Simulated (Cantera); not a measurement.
**Thermodynamics of silicon carbide growth, feed SiHCl3 + C3H8 + H2**

A closed system holds: 1 mol SiHCl3, 0.075 mol C3H8, 420 mol H2, held at 2.50 mbar.

Equilibrium computed with Cantera from the NASA thermochemical tables; the gas is ideal and each condensed phase is pure. Candidate condensed phases: C, C6H6, C7H8, C8H18, Si, SiC; 109 gas species. Mutual solubility and eutectic melting of coexisting phases are not modelled. The tables' values for SiCl are old estimates; treat these amounts as uncertain. Gases not in the tables: Si2H6 and higher silanes. Kinetics and transport are ignored.

| T (K) | log p H2 | log p H | log p HCl | log p Si | log p Cl | log p C2H2 (acetylene) | log p SiCl2 | n Si(s) | n SiC(s) | n Si(l) |
|---|---|---|---|---|---|---|---|---|---|---|
| 1125 | -2.61 | -8.65 | -4.76 | -13.15 | -10.87 | <-14 | -6.60 | 0.730 | 0.225 | 0 |
| 1225 | -2.61 | -7.81 | -4.77 | -11.46 | -10.03 | <-14 | -6.54 | 0.726 | 0.225 | 0 |
| 1325 | -2.61 | -7.09 | -4.77 | -10.03 | -9.33 | -13.62 | -6.49 | 0.720 | 0.225 | 0 |
| 1425 | -2.61 | -6.47 | -4.77 | -8.79 | -8.72 | -12.60 | -6.45 | 0.715 | 0.225 | 0 |
| 1525 | -2.61 | -5.93 | -4.77 | -7.72 | -8.19 | -11.71 | -6.42 | 0.706 | 0.225 | 0 |
| 1625 | -2.61 | -5.45 | -4.77 | -6.79 | -7.72 | -10.94 | -6.39 | 0.671 | 0.225 | 0 |
| 1725 | -2.61 | -5.03 | -4.77 | -5.99 | -7.31 | -10.19 | -6.40 | 0 | 0.224 | 0.505 |
| 1825 | -2.61 | -4.66 | -4.77 | -5.42 | -6.94 | -9.26 | -6.54 | 0 | 0.217 | 0 |
| 1925 | -2.61 | -4.33 | -4.77 | -5.38 | -6.60 | -7.48 | -7.12 | 0 | 0.198 | 0 |
| 2025 | -2.62 | -4.03 | -4.77 | -5.28 | -6.31 | -6.27 | -7.61 | 0 | 0 | 0 |
| 2125 | -2.64 | -3.76 | -4.79 | -5.27 | -6.05 | -6.25 | -8.13 | 0 | 0 | 0 |
| 2225 | -2.66 | -3.52 | -4.82 | -5.27 | -5.82 | -6.25 | -8.65 | 0 | 0 | 0 |
log p: log10 of the partial pressure in bar; n: condensed amount in mol.

From 1125 K to 1625 K the condensed part is Si(s) + SiC(s). At 1725 K the condensed part is Si(l) + SiC(s). From 1825 K to 1925 K the condensed part is SiC(s). From 2025 K to 2225 K nothing is condensed. The main Si-bearing gas is SiCl2 at 1125 K and Si at 2225 K.
